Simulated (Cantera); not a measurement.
An adiabatic, constant-volume homogeneous reactor starts with CH3OH : O2 : N2 : H2O = 1 : 4.29 : 16.1 : 0.51 (molar parts), equivalence ratio 0.35, at 1425 K and 5.00 bar.

Computed with Cantera and GRI-Mech 3.0 (53 species, 325 reactions). GRI-Mech 3.0 was tuned for natural gas; its chemistry of methanol as a main component is partial and can be far from experiment.

**Question.** Predict: time of steepest temperature rise; temperature at 3.00 s; equilibrium temperature; x(O2) at 3.00 s; x(H2O) at 3.00 s; x(H2O2) at 3.00 s.

**Answer.** 
- time of steepest temperature rise = 0.137 ms
- temperature at 3.00 s = 2350 K
- equilibrium temperature = 2350 K
- x(O2) at 3.00 s = 0.117 (gas-phase equilibrium 0.117)
- x(H2O) at 3.00 s = 0.109 (gas-phase equilibrium 0.109)
- x(H2O2) at 3.00 s = 5.44e-7 (gas-phase equilibrium 5.44e-7)
